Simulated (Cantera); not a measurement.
# Gas-phase reforming

A perfectly stirred reactor is fed with CH₄ : H₂O : H₂ = 1 : 2.2 : 1.6 (molar parts), at 1000000 Pa; it is held at 1550 K, and followed from long to short residence time.

Computed with Cantera and GRI-Mech 3.0 (53 species, 325 reactions).

| τ (s) | x CH₄ | x H₂O | x H₂ | x C₂H₄ | x C₂H₆ | x CH₂CO | x HCO |
|---|---|---|---|---|---|---|---|
| 4.3 | 0.113 | 0.337 | 0.487 | 0.00355 | 0.000105 | 1.44e-6 | 4.11e-9 |
| 1.8 | 0.129 | 0.372 | 0.450 | 0.00530 | 0.000146 | 2.36e-6 | 2.56e-9 |
| 0.76 | 0.140 | 0.401 | 0.421 | 0.00687 | 0.000179 | 3.42e-6 | 1.45e-9 |
| 0.32 | 0.149 | 0.421 | 0.400 | 0.00779 | 0.000200 | 4.22e-6 | 7.63e-10 |
| 0.13 | 0.157 | 0.435 | 0.384 | 0.00769 | 0.000207 | 4.37e-6 | 3.77e-10 |
| 0.056 | 0.168 | 0.443 | 0.371 | 0.00650 | 0.000203 | 3.70e-6 | 2.06e-10 |
| 0.024 | 0.182 | 0.449 | 0.357 | 0.00461 | 0.000195 | 2.47e-6 | 1.32e-10 |
| 0.010 | 0.194 | 0.454 | 0.346 | 0.00279 | 0.000188 | 1.24e-6 | 1.04e-10 |
| 0.0042 | 0.201 | 0.456 | 0.339 | 0.00156 | 0.000182 | 4.71e-7 | 9.18e-11 |
x: mole fraction; the columns are a selection and need not sum to one.
